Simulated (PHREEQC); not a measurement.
Dissolve 2.1 mmol/kgw CuCl2, 5.3 mmol/kgw HNO3 and 0.082 mmol/kgw Na2SO4 at 25 °C. It is in equilibrium with CO2 at log p = -3.5 (atm). Otherwise closed; pH follows from the charge balance.

Computed with PHREEQC (ion-association model, wateq4f.dat).

Problem. The ionic strength comes out as 0.0117 mol/kgw. What activity coefficients do Cu+2, NO3-, Cl-, H+, SO4-2 get?

Solution. Cu+2 0.66, NO3- 0.89, Cl- 0.89, H+ 0.91, SO4-2 0.65.

No solid was allowed to form. Complexes and solids missing from the database can't appear.
